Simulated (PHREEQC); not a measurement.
A made-up water analysis in mg/L, 25 °C, pH 3.94, pe 12.2: Na 197; K 0.14; Ca 182; Mg 103; Cl 34.9; S(6) as SO4 1400; Ni 0.25; Zn 0.588; B 0.145; Pb 38.4; Al 44.8; Br 0.338.

Valence states are taken as typed.

Computed with PHREEQC (ion-association model, wateq4f.dat).

```json
{
 "ionic_strength": "0.0376 mol/kgw",
 "total_alkalinity": "-0.185 meq/kg",
 "charge_balance_error": "3.6 %"
}
```

| species | molality | activity | log γ |
|---|---|---|---|
| SO4-2 | 0.00960 | 0.00479 | -0.302 |
| Na+ | 0.00839 | 0.00704 | -0.076 |
| Ca+2 | 0.00307 | 0.00156 | -0.294 |
| Mg+2 | 0.00269 | 0.00139 | -0.286 |
| MgSO4 | 0.00155 | 0.00157 | 0.004 |
| CaSO4 | 0.00148 | 0.00149 | 0.004 |
| AlSO4+ | 0.00122 | 0.00102 | -0.077 |

No solid was allowed to form. The solution is supersaturated, for example in Anglesite, so a real one may precipitate; this is no full list.
